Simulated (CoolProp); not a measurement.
Computed with CoolProp (reference Helmholtz-energy equation of state, Lemmon 2006). It is a short technical equation, of lower accuracy than the large ones.

### Question
For carbon monoxide, give the phase and the cv (kJ/(kg K)), expansivity (1/kK), fugacity coefficient at 91.2 K and 1.11 bar; 91.2 K and 75.4 bar; 91.2 K and 111 bar.

### Answer
- 91.2 K and 1.11 bar: gas; cv 0.763, expansivity 12.1, fugacity coefficient 0.969
- 91.2 K and 75.4 bar: liquid; cv 1.10, expansivity 5.39, fugacity coefficient 0.0465
- 91.2 K and 111 bar: liquid; cv 1.10, expansivity 5.03, fugacity coefficient 0.0374
